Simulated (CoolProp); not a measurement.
Vapour pressure (MPa) of sulfur dioxide: the reference equation beside estimates from Tc = 430.6 K, pc = 7.887 MPa, ω = 0.256. Clausius-Clapeyron is anchored at 239.6 K with a constant enthalpy of vaporisation of 26.25 kJ/mol.

Values from CoolProp's reference Helmholtz-energy equation of state, Gao 2016.

```csv
T (K),reference,Clausius-Clapeyron,van der Waals,Peng-Robinson
232.1,0.02029,0.02045,0.3582,___
235.8,___,0.02532,0.3957,0.02605
239.6,0.03131,0.03131,0.4369,0.03219
243.4,0.03854,0.03846,0.4810,0.03948
247.1,0.04684,0.04670,0.5268,0.04782
250.9,0.05683,0.05667,0.5770,0.05784
254.7,0.06849,0.06838,0.6303,0.06950
258.4,0.08162,0.08166,0.6853,0.08263
262.2,0.09715,0.09747,0.7452,0.09811
266,0.1150,0.1158,0.8085,___
269.7,0.1347,0.1362,0.8736,0.1355
273.5,0.1577,0.1603,0.9440,0.1584
277.2,0.1830,0.1870,1.016,0.1835
```

Problem. Fill in the missing entries.

Solution. 
- 232.1, Peng-Robinson: 0.02104
- 235.8, reference: 0.02523
- 266, Peng-Robinson: 0.1159

Absolute difference from the reference over all 13 rows, mean and median: Clausius-Clapeyron 0.6 and 0.3 %, van der Waals 911.5 and 820.3 %, Peng-Robinson 1.7 and 1.5 %.
